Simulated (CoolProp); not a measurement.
Values from CoolProp's reference Helmholtz-energy equation of state, Gao 2020.

Problem. Give the vapour pressure (MPa), vapour density (kg/m³), enthalpy of vaporisation (kJ/kg), liquid cp (kJ/(kg K)) of saturated ammonia at -5.15, 0.85 °C.

Solution. 
```
T (°C)  p (MPa)  vapour density (kg/m³)  enthalpy of vaporisation (kJ/kg)  liquid cp (kJ/(kg K))
------  -------  ----------------------  --------------------------------  ---------------------
-5.15     0.353                    2.87                              1280                   4.58
0.85      0.443                    3.56                              1260                   4.61
```
